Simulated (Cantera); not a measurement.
Input: 1 mol SiC, 0.0023 mol H₂O, 140 mol H₂, 0.41 mol CO₂, at 0.0100 bar.

Cantera equilibrium calculation (NASA polynomials, part measured and part estimated; ideal gas, pure solids and liquids). Candidate condensed phases: C, C₆H₆, C₇H₈, C₈H₁₈, H₂O, Si, SiC, SiO₂; 123 gas species. Mutual solubility and eutectic melting of coexisting phases are not modelled. The tables hold silica as quartz up to 1696 K and as liquid above; real silica turns to tridymite and cristobalite and melts near 1996 K. Gases not in the tables: Si₂H₆ and higher silanes. Kinetics and transport are ignored.

Q: What share of the Si ends up in condensed phases as a function of T (K), at 1098, 1198, 1298, 1398, 1498, 1598, 1698, 1798, 1898, 1998, 2098?

A: 
```tsv
T (K)	Si condensed (%)	as
1098	100.0	SiC(s) + SiO₂(β-quartz)
1198	100.0	SiC(s) + SiO₂(β-quartz)
1298	98.7	SiC(s) + SiO₂(β-quartz)
1398	79.4	SiC(s)
1498	79.4	SiC(s)
1598	79.4	SiC(s)
1698	79.3	SiC(s)
1798	78.8	SiC(s)
1898	76.8	SiC(s)
1998	70.1	SiC(s)
2098	54.7	SiC(s)
```
